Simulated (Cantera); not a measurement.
**Low-pressure radical oxidation in H2/O2**

An isothermal, constant-pressure homogeneous reactor starts with 2.31 % H₂, 92.6 % O₂, 5.09 % N₂, equivalence ratio 0.013, at 950 K and 0.00170 bar.

Computed with Cantera and GRI-Mech 3.0 (53 species, 325 reactions). Radical loss at walls, strong at low pressure, is not modelled.

```tsv
t (s)	x H₂	x O₂	x H₂O	x H	x H₂O₂	x OH
7.00e-5	0.0231	0.926	<1e-12	<1e-12	<1e-12	<1e-12
0.000202	0.0231	0.926	<1e-12	1.19e-12	<1e-12	<1e-12
0.000585	0.0231	0.926	<1e-12	3.13e-12	<1e-12	<1e-12
0.00169	0.0231	0.926	1.20e-12	7.55e-12	<1e-12	3.45e-12
0.00489	0.0231	0.926	1.87e-11	2.06e-11	<1e-12	1.77e-11
0.0142	0.0231	0.926	3.51e-10	1.33e-10	<1e-12	1.46e-10
0.0409	0.0231	0.926	5.72e-8	1.64e-8	<1e-12	1.87e-8
0.118	0.0116	0.918	0.00901	0.00367	2.83e-8	0.00141
0.342	0.000221	0.911	0.0210	0.00336	4.27e-9	0.000611
0.989	0.000136	0.916	0.0221	0.00168	4.36e-9	0.000479
2.86	5.05e-5	0.922	0.0230	0.000371	4.66e-9	0.000289
8.27	9.61e-6	0.924	0.0233	3.11e-5	4.38e-9	0.000126
23.9	1.30e-6	0.925	0.0234	1.61e-6	3.11e-9	4.70e-5
69.2	1.79e-7	0.925	0.0234	8.61e-8	1.62e-9	1.77e-5
200	3.01e-8	0.925	0.0234	6.13e-9	6.96e-10	7.36e-6
```
x: mole fraction; the columns are a selection and need not sum to one.

Equilibrium at this temperature and pressure: H₂ 1.08e-11, O₂ 0.925, H₂O 0.0234, H <1e-12, H₂O₂ 1.33e-12, OH 1.42e-7 (gas phase only).
